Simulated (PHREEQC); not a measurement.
A made-up water analysis in mmol/kgw, 50 °C, pH 1.84, pe 11.8:

| constituent | mmol/kgw |
|---|---|
| Na | 2.12 |
| K | 2.86 |
| Ca | 3.09 |
| Mg | 0.722 |
| Cl | 3.93 |
| S(6) | 18.7 |
| Cu(2) | 0.0121 |
| O(0) (counted as O atoms) | 0.00366 |

Valence states are taken as typed.

The numbers come from PHREEQC with the ion-association model, phreeqc.dat.

Each row changes one thing in this solution. Precipitation was switched off in this run.

```tsv
case	ionic strength (mol/kgw)	HSO4- (mol/kgw)	SO4-2 (mol/kgw)	K+ (mol/kgw)	CaSO4 (mol/kgw)	MgSO4 (mol/kgw)	SI of Gypsum (CaSO4:2H2O)	SI of Halite (NaCl)
as made	0.0373	0.0104	0.00698	0.00276	0.000767	0.000302	-0.82	-6.84
K from 2.86 to 5.72 mmol/kgw	0.0387	___	0.00698	0.00553	0.000756	0.000298	-0.82	-6.84
temperature from 50 to 20 °C at the same typed pH	0.0417	0.00738	0.00997	0.00278	0.000873	___	-0.71	-6.82
```

What belongs in the gaps?


- K from 2.86 to 5.72 mmol/kgw, HSO4- (mol/kgw): 0.0103
- temperature from 50 to 20 °C at the same typed pH, MgSO4 (mol/kgw): 0.000242

Away from 25 °C the constants follow the database's enthalpies or fits; those with neither stay at their 25 °C values.
